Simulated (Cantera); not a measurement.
Charge: 1 mol Pb, 0.03 mol O2, 29 mol N2, at 1573.15 K and 110000 Pa.

Method: chemical equilibrium by Gibbs-energy minimisation in Cantera with the NASA 1993 tables (ideal gas, pure condensed phases). Candidate condensed phases: Pb, PbO, PbO2, Pb3O4; 12 gas species. Gases not in the tables: (PbO)n polymers. Kinetics and transport are ignored.

What is the equilibrium state?


```json
{
 "x(N2)": "0.967",
 "x(Pb)": "0.0313",
 "x(PbO)": "0.00200",
 "x(Pb2)": "1.46e-5",
 "x(NO)": "2.01e-6",
 "gas_amount": "30.00 mol",
 "log10 activity of Pb(l) (absent)": "-0.14"
}
```
